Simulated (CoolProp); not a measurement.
R1224YDZ at several states: density (kg/m³) from the reference equation and from simpler models built on Tc = 428.7 K, pc = 3334 kPa, ω = 0.325; each cubic takes its own stable root.

Model: reference Helmholtz-energy equation of state, Akasaka 2023, in CoolProp.

| T (K) | p (kPa) | phase | reference |
|---|---|---|---|
| 239.1 | 158 | liquid | 1512 |
| 288.6 | 18100 | liquid | 1435 |
| 415.3 | 1180 | gas | 59.96 |

Task: How far does each simpler model (van der Waals, Redlich-Kwong, Soave-Redlich-Kwong, Peng-Robinson) lie from the reference over these 3 states: mean and median of the absolute difference, and the worst?

Result: 
- van der Waals: mean 46.5 %, median 37.1 %, worst -99.2 % at 239.1 K and 158 kPa
- Redlich-Kwong: mean 8.7 %, median 11.4 %, worst -13.9 % at 239.1 K and 158 kPa
- Soave-Redlich-Kwong: mean 6.8 %, median 9.0 %, worst -10.8 % at 239.1 K and 158 kPa
- Peng-Robinson: mean 1.3 %, median 1.1 %, worst +2.2 % at 288.6 K and 18100 kPa

At some of these states van der Waals gives the other phase, because its saturation line lies elsewhere.
